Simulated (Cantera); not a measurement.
Source: NASA polynomial tables (part measured, part estimated), evaluated in Cantera. Values are per mole of reaction as written; species without (g) are pure solids or liquids, kept so even where they would boil at 1 bar.

Question: Between 300 and 2175 K, where is each reaction favourable under standard conditions?
- 2 HCl(g) + 2 O(g) + Sr(OH)2 ⇌ SrCl2 + 4 OH(g)

Answer: 
- 2 HCl(g) + 2 O(g) + Sr(OH)2 ⇌ SrCl2 + 4 OH(g): ΔG° is -33 kJ at 300 K and -92 kJ at 2175 K; it stays negative (K > 1). ΔH° is -61 kJ and ΔS° 14 J/K at 2175 K.
